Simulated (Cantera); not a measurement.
Charge: 1 mol PH3, 1.8 mol H2, 3.1 mol O2, held at 1798 K and 0.380 bar.

Method: chemical equilibrium by Gibbs-energy minimisation in Cantera with the NASA 1993 tables (ideal gas, pure condensed phases). Gases not in the tables: HPO2, HPO3 and P4O6. Rates play no part.

```csv
species,before,after
H2O,0.833,0.880
P4O10,0.0502,0.0667
O2,0.0632,0.0533
PO2,0.0519,2.26e-9
O,4.87e-5,<1e-9
H2,0.000284,7.78e-9
PO,1.00e-5,<1e-9
OH,0.00185,1.77e-6
```
Gas species are given as mole fractions.

### Question
Which change was made?
(A) temperature from 1798 K to 2750 K
(B) pressure from 0.380 bar to 0.00490 bar
(C) temperature from 1798 K to 1098.15 K
(D) H2 from 1.8 to 5 mol

### Answer
C, temperature from 1798 K to 1098.15 K
